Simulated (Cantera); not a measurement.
An adiabatic, constant-volume homogeneous reactor starts with CH4 : O2 : N2 : H2O = 1 : 3.08 : 11.6 : 0.88 (molar parts), equivalence ratio 0.65, at 1675 K and 61000 Pa.

Model: GRI-Mech 3.0 (53 species, 325 reactions), integrated in Cantera.

One state of this run: T (K) = 2530; P (bar) = 0.960; x CH4 = <1e-12; x O2 = 0.0682; x H2O = 0.136; x CH2CO = <1e-12; x HO2 = 7.99e-6. x: mole fraction; the columns are a selection and need not sum to one.

Problem. Which value of t (s) does it belong to?
A. 1.12e-5
B. 3.77e-5
C. 0.000423
D. 1.00e-6

Solution. C, 0.000423
